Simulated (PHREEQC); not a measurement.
Dissolve 0.23 mol/kgw KOH, 7.9e-05 mol/kgw K2SO4 and 0.03 mol/kgw CO2 at 20 °C. Closed to the air; pH follows from the charge balance.

All values are PHREEQC results (ion-association model, phreeqc.dat), not measurements.

| quantity | before | after |
|---|---|---|
| pH | 13.24 | 11.38 |
| HCO3- (mol/kgw) | 1.62e-5 | 2.34e-5 |

Problem. What was changed between the two runs?
A. diluted 100-fold with water
B. K2SO4 from 7.9e-05 to 0.000158 mol/kgw
C. KOH from 0.23 to 0.253 mol/kgw
D. diluted 10-fold with water
E. KOH from 0.23 to 2.3 mol/kgw

Solution. A, diluted 100-fold with water

No solid was allowed to form.
